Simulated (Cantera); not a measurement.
Mixture: CH4 : CO : O2 : N2 = 1 : 0.18 : 3.94 : 14.8 (molar parts), equivalence ratio 0.53, at 390000 Pa, adiabatic and at constant volume. Ignition delay is the time to a rise of 400 K.

Cantera simulation using GRI-Mech 3.0 (53 species, 325 reactions); the numbers are that mechanism's predictions, not measurements.

Problem. Predict: delay at 1150 K; delay at 1350 K; delay at 1550 K; delay at 1750 K; delay at 1950 K; apparent activation energy between 1750 and 1950 K.

Solution. delay at 1150 K: 20.0 ms
delay at 1350 K: 1.49 ms
delay at 1550 K: 0.194 ms
delay at 1750 K: 42.2 µs
delay at 1950 K: 13.3 µs
apparent activation energy between 1750 and 1950 K: 160 kJ/mol
